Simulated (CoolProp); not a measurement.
Vapour-liquid equilibrium of R125 (1) + propylene (2) at -15.05 °C; x and y are mole fractions of (1).

Model: multi-fluid Helmholtz-energy mixture model, Lemmon 2005 and Lemmon 2013; pair parameters Bell 2016, in CoolProp.

```tsv
x	bubble pressure, mixture model (MPa)	bubble pressure, Raoult's law (MPa)	y, mixture model	y, Raoult's law
0.05	0.3960	0.3645	0.120	0.055
0.15	0.4427	0.3687	0.273	0.164
0.25	0.4706	0.3729	…	0.271
0.35	…	0.3771	…	0.375
0.45	0.4954	0.3813	…	0.477
0.55	…	0.3854	0.548	0.577
0.65	0.4947	0.3896	0.606	0.674
0.75	0.4843	0.3938	0.676	0.770
0.85	…	0.3980	0.768	0.863
0.95	0.4291	0.4022	0.904	0.955
```

### Question
What belongs in the gaps?

### Answer

- 0.25, y, mixture model: 0.368
- 0.35, bubble pressure, mixture model (MPa): 0.4869
- 0.35, y, mixture model: 0.437
- 0.45, y, mixture model: 0.494
- 0.55, bubble pressure, mixture model (MPa): 0.4979
- 0.85, bubble pressure, mixture model (MPa): 0.4639

The largest gap from Raoult's law is +29.9 % in bubble pressure, at x = 0.45. y crosses x between x = 0.45 and 0.55: the model has an azeotrope there.

The pair parameters rest on a limited set of measurements; away from them the model extrapolates.
